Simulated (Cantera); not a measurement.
# Stirred combustor or abatement burner

A perfectly stirred reactor is fed with 7.58 % CH4, 19.4 % O2, 73.0 % N2, equivalence ratio 0.78, at 1.01 bar; it is adiabatic with a 448 K inlet, and is followed from long to short residence time, starting on the burning branch (τ in s: 0.034, 0.018, 0.0092, 0.0048, 0.0025, 0.0013, 0.00068, 0.00035, 0.00018, 9.6e-05).

Cantera simulation using GRI-Mech 3.0 (53 species, 325 reactions); the numbers are that mechanism's predictions, not measurements.

```tsv
τ (s)	T (K)	x CH4	x O2	x NO	x CH2O	x H2
0.034	2056	1.04e-5	0.0426	0.000204	1.57e-6	0.000797
0.018	2045	1.63e-5	0.0429	0.000151	2.50e-6	0.00108
0.0092	2028	2.57e-5	0.0435	0.000112	3.96e-6	0.00153
0.0048	2005	3.98e-5	0.0442	8.51e-5	6.10e-6	0.00212
0.0025	1975	6.27e-5	0.0452	6.47e-5	9.38e-6	0.00290
0.0013	1938	0.000101	0.0466	4.95e-5	1.45e-5	0.00386
0.00068	1892	0.000169	0.0483	3.77e-5	2.29e-5	0.00493
0.00035	1837	0.000303	0.0509	2.75e-5	3.80e-5	0.00610
0.00018	1772	0.000602	0.0548	1.83e-5	6.85e-5	0.00727
9.6e-5	1688	0.00146	0.0621	9.69e-6	0.000144	0.00856
```
x: mole fraction; the columns are a selection and need not sum to one.
